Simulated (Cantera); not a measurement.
Cantera run, input and output.

```python
import numpy as np
import cantera as ct

gas = ct.Solution("gri30.yaml", transport_model="mixture-averaged")
show = ['NH3', 'OH', 'NO']

rows = []
print(f"{'T/K':>7s}{'rho':>11s}{'cp':>10s}{'mu':>11s}{'lambda':>11s}{'Pr':>7s}" + "".join(f"{'D_' + s:>11s}" for s in show))
for T in [400, 600, 800, 1000, 1200, 1400, 1600]:
    gas.TPX = T, 2666, {'NO': 0.43}
    Pr = gas.cp_mass * gas.viscosity / gas.thermal_conductivity
    D = [gas.mix_diff_coeffs_mole[gas.species_index(s)] for s in show]
    rows.append([gas.density, gas.cp_mass, gas.viscosity, gas.thermal_conductivity, Pr, *D])
    print(f"{T:7g}{gas.density:11.4e}{gas.cp_mass:10.1f}{gas.viscosity:11.4e}"
          f"{gas.thermal_conductivity:11.4e}{Pr:7.3f}" + "".join(f"{d:11.4e}" for d in D))
print("SI units: kg/m3, J/kg/K, Pa s, W/m/K, m2/s")
```

Result:

```
    T/K        rho        cp         mu     lambda     Pr      D_NH3       D_OH       D_NO
    400 2.4053e-02     998.6 2.3120e-05 3.2415e-02  0.712 1.4344e-03 1.9644e-03 2.5355e-01
    600 1.6036e-02    1040.9 3.0618e-05 4.5123e-02  0.706 3.0121e-03 3.9107e-03 5.1759e-01
    800 1.2027e-02    1092.2 3.7097e-05 5.7252e-02  0.708 5.0093e-03 6.3350e-03 8.4839e-01
   1000 9.6213e-03    1132.7 4.2948e-05 6.8643e-02  0.709 7.3746e-03 9.1900e-03 1.2386e+00
   1200 8.0178e-03    1159.2 4.8363e-05 7.9343e-02  0.707 1.0074e-02 1.2443e-02 1.6834e+00
   1400 6.8724e-03    1181.0 5.3449e-05 8.9432e-02  0.706 1.3084e-02 1.6070e-02 2.1792e+00
   1600 6.0133e-03    1198.6 5.8275e-05 9.8988e-02  0.706 1.6387e-02 2.0052e-02 2.7233e+00
SI units: kg/m3, J/kg/K, Pa s, W/m/K, m2/s
```

Detailed kinetics in Cantera: GRI-Mech 3.0 (53 species, 325 reactions). The composition is frozen, though it would react at the higher temperatures.
